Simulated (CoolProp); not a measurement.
Vapour-liquid equilibrium of R134a (1) + isobutane (2) at 1.22 MPa; x and y are mole fractions of (1).

Values from CoolProp's multi-fluid Helmholtz-energy mixture model, Tillner-Roth 1994 and Bücker 2006; pair parameters Bell 2016.

**Question.** Give the bubble temperature and the first vapour's composition at x = 0.25, 0.35, 0.45. Is there an azeotrope?

**Answer.** x = 0.25: 323.6 K, y = 0.483; x = 0.35: 320.2 K, y = 0.553; x = 0.45: 318.1 K, y = 0.604. y crosses x between x = 0.65 and 0.75: the model has an azeotrope there.

The pair parameters rest on a limited set of measurements; away from them the model extrapolates. With so large a gap from Raoult's law the liquid may split in two, which this calculation doesn't test in full.
